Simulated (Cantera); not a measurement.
An isothermal, constant-pressure homogeneous reactor starts with CH4 : CO2 : H2 = 1 : 4.6 : 1.1 (molar parts), at 1475 K and 323 Torr.

Cantera simulation using GRI-Mech 3.0 (53 species, 325 reactions); the numbers are that mechanism's predictions, not measurements.

**Question.** Predict: x(CH4) at 3.00 s; x(CO2) at 3.00 s; x(H2) at 3.00 s; x(H2O) at 3.00 s; x(H) at 3.00 s; x(C2H) at 3.00 s.

**Answer.** 
```
Quantity                                           Result
----------------  ---------------------------------------
x(CH4) at 3.00 s   0.0441 (gas-phase equilibrium 9.28e-9)
x(CO2) at 3.00 s      0.389 (gas-phase equilibrium 0.216)
x(H2) at 3.00 s      0.0679 (gas-phase equilibrium 0.158)
x(H2O) at 3.00 s      0.220 (gas-phase equilibrium 0.198)
x(H) at 3.00 s    3.74e-6 (gas-phase equilibrium 7.92e-6)
x(C2H) at 3.00 s   3.57e-9 (gas-phase equilibrium <1e-12)
```
